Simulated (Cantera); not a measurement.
Mixture: H2 : O2 : N2 : NO = 1 : 0.25 : 0.9 : 0.0057 (molar parts), at 100000 Pa, adiabatic and at constant pressure. Ignition delay is the time to a rise of 400 K.

Cantera simulation using GRI-Mech 3.0 (53 species, 325 reactions); the numbers are that mechanism's predictions, not measurements. The mechanism lacks 2 NO + O2 → 2 NO2 and HONO, so NO2 and the effect of NO are under-described below about 1400 K. Where the delays flatten at high temperature, the 400 K rule measures the pace of heat release, not the induction time.

Question: What does this change do: pressure from 100000 Pa to 330000 Pa?

Answer: 
```json
[
 {"quantity": "delay at 1098 K", "before": "94.6 µs", "after": "44.3 µs"},
 {"quantity": "delay at 1248 K", "before": "40.1 µs", "after": "13.2 µs"},
 {"quantity": "delay at 1398 K", "before": "23.3 µs", "after": "6.47 µs"},
 {"quantity": "delay at 1548 K", "before": "17.4 µs", "after": "4.04 µs"},
 {"quantity": "delay at 1698 K", "before": "15.7 µs", "after": "2.99 µs"}
]
```
The hydrogen kinetics of GRI-Mech 3.0 are dated; newer H2 mechanisms differ, most at raised pressure.

Question: What does this change do: pressure from 100000 Pa to 130000 Pa?

Answer: 
```csv
quantity,before,after
delay at 1098 K,94.6 µs,76.3 µs
delay at 1248 K,40.1 µs,30.8 µs
delay at 1398 K,23.3 µs,17.3 µs
delay at 1548 K,17.4 µs,12.3 µs
delay at 1698 K,15.7 µs,10.6 µs
```
